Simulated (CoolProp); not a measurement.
Vapour-liquid equilibrium of p-xylene (1) + n-undecane (2) at 353 kPa; x and y are mole fractions of (1).

Values from CoolProp's multi-fluid Helmholtz-energy mixture model, Zhou 2012 and Aleksandrov 2011; pair parameters Bell 2016.

Give the bubble temperature and the first vapour's composition at x = 0.25, 0.45, 0.85. Is there an azeotrope?

x = 0.25: 234.3 °C, y = 0.462; x = 0.45: 220.5 °C, y = 0.697; x = 0.85: 198.6 °C, y = 0.949. No azeotrope shows between x = 0.05 and 0.95.

Pair parameters are fitted to limited data, so mixtures are less certain than the pure fluids.
